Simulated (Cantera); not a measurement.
A Cantera script and what it prints.

```python
import numpy as np
import cantera as ct

gas_names = [...]  # 136 gases of nasa_gas.yaml made of C, H, N, O
cond_names = """
    C(gr) C6H6(L) C7H8(L) C8H18(L),n-octa H2O(s) H2O(L)
""".split()


# ... load() reads the species with a 1 bar reference pressure and builds the phases ...
atoms = {
    'C6H6': {'C': 6, 'H': 6},
    'O2': {'O': 2},
    'NH3': {'N': 1, 'H': 3},
}
top_T = {'C(gr)': 4500}  # K; cautious upper limits of use, not melting points


# ... equilibrate(T, P, feed) seeds the gas with the atoms and calls Mixture.equilibrate('TP', solver="vcs", rtol=1e-11, max_steps=5000) ...
results = []
feed = {'C6H6': 1, 'O2': 0.072, 'NH3': 0.017}  # mol
T = 1975  # K
P = 100000  # Pa
mix = equilibrate(T, P, feed)
results.append((T, P, feed, dict(zip(mix.species_names, mix.species_moles))))
print(gas.report(threshold=0.001))
for i in range(1, mix.n_phases):
    print(f"{mix.phase(i).name:16s} {mix.phase_moles(i):12.5e} mol")
```

Result:

```
       temperature   1975 K
          pressure   1e+05 Pa
           density   0.020038 kg/m^3
  mean mol. weight   3.2905 kg/kmol
   phase of matter   gas

                          1 kg             1 kmol
                     ---------------   ---------------
          enthalpy        1.4545e+07        4.7859e+07  J
   internal energy        9.5542e+06        3.1438e+07  J
           entropy             58774        1.9339e+05  J/K
    Gibbs function       -1.0153e+08       -3.3409e+08  J
 heat capacity c_p             10414             34267  J/K
 heat capacity c_v            7887.2             25952  J/K

                      mass frac. Y      mole frac. X     chem. pot. / RT
                     ---------------   ---------------   ---------------
                CO           0.38557          0.045295           -37.485
                 H        0.00040841         0.0013332           -9.7462
                H2           0.58163           0.94932           -19.492
                N2          0.019937         0.0023417           -32.955
     [ +132 minor]          0.012456         0.0017121

C(gr)             5.84862e+00 mol
```

Cantera equilibrium calculation (NASA polynomials, part measured and part estimated; ideal gas, pure solids and liquids).
